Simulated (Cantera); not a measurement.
Input: 1 mol FeS2, 0.058 mol H2S, 1.5 mol N2, held at 927 °C and 5.30 bar.

Cantera equilibrium calculation (NASA polynomials, part measured and part estimated; ideal gas, pure solids and liquids). FeS: taken at fixed stoichiometry. Gases not in the tables: S3 to S7. The numbers say what is thermodynamically allowed, not how fast it happens.

```tsv
species	before	after
N2	0.728	0.626
S2	0.243	0.212
H2S	0.0271	0.156
H2	0.00107	0.00660
SH	5.89e-5	0.000136
FeS(s), mol	1.00	1.00
```
Gas species are given as mole fractions.

Question: Which change was made?
(A) pressure from 5.30 bar to 1.40 bar
(B) H2S from 0.058 to 0.39 mol
(C) temperature from 927 °C to 1000 °C
(D) FeS2 replaced by FeS

Answer: B, H2S from 0.058 to 0.39 mol
